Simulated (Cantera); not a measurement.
## Diamond growth

A diamond (100) surface in a fixed gas of H2 with x(CH4) = 0.015, x(H) = 0.0011, at 1048 K, 0.168 atm; coverages are run to steady state.

Cantera simulation using the Harris–Goodwin 1993 mechanism for the reconstructed diamond (100) surface; the numbers are that mechanism's predictions, not measurements.

| x(CH3) | growth (µm/h) | θ c6HH | θ c6H* | θ c6*H | θ c6** | θ c6HM |
|---|---|---|---|---|---|---|
| 1e-06 | 0.0921 | 0.560 | 0.0225 | 0.405 | 0.0122 | 0.000339 |
| 2.3e-06 | 0.212 | 0.559 | 0.0225 | 0.405 | 0.0122 | 0.000779 |
| 5.3e-06 | 0.487 | 0.559 | 0.0225 | 0.404 | 0.0122 | 0.00179 |
| 1.2e-05 | 1.10 | 0.557 | 0.0224 | 0.403 | 0.0121 | 0.00404 |
| 2.8e-05 | 2.54 | 0.553 | 0.0222 | 0.400 | 0.0120 | 0.00935 |
| 6.3e-05 | 5.61 | 0.544 | 0.0219 | 0.393 | 0.0117 | 0.0206 |
| 0.00014 | 11.9 | 0.526 | 0.0211 | 0.379 | 0.0111 | 0.0440 |
| 0.00033 | 25.6 | 0.486 | 0.0194 | 0.349 | 0.00984 | 0.0943 |
| 0.00076 | 48.9 | 0.419 | 0.0165 | 0.297 | 0.00774 | 0.181 |
θ: site fractions in the mechanism's names (c6HH fully hydrogenated, c6H* and c6*H radical sites, c6** diradical, c6HM methylated).
